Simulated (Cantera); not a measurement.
Input: 1 mol Si₂H₆, 3.1 mol O₂, 7 mol N₂, held at 1.00 bar.

Cantera equilibrium calculation (NASA polynomials, part measured and part estimated; ideal gas, pure solids and liquids). Candidate condensed phases: H₂O, Si, SiO₂, Si₂N₂O, Si₃N₄; 35 gas species. The feed counts by its element totals alone. The tables hold silica as quartz up to 1696 K and as liquid above; real silica turns to tridymite and cristobalite and melts near 1996 K. Gases not in the tables: Si(OH)₄. Rates play no part.

x: gas mole fraction; n: condensed amount in mol.

| T (°C) | x N₂ | x H₂O | x H₂ | x H | n SiO₂(β-quartz) | n SiO₂(condensed) | n SiO₂(l) |
|---|---|---|---|---|---|---|---|
| 1177 | 0.700 | 0.220 | 0.0800 | ___ | 2.00 | 0 | 0 |
| 1277 | 0.700 | 0.220 | 0.0800 | ___ | 2.00 | 0 | 0 |
| 1377 | 0.700 | 0.220 | 0.0800 | ___ | 2.00 | 0 | 0 |
| 1477 | 0.700 | 0.220 | 0.0800 | ___ | 0 | 2.00 | 0 |
| 1577 | 0.700 | 0.220 | 0.0799 | ___ | 0 | 2.00 | 0 |
| 1677 | 0.700 | 0.220 | 0.0799 | ___ | 0 | 2.00 | 0 |
| 1777 | 0.700 | 0.220 | 0.0797 | ___ | 0 | 0 | 2.00 |

### Question
What belongs in the gaps?

### Answer

- 1177, x H: 2.67e-6
- 1277, x H: 8.91e-6
- 1377, x H: 2.57e-5
- 1477, x H: 6.58e-5
- 1577, x H: 0.000152
- 1677, x H: 0.000324
- 1777, x H: 0.000640
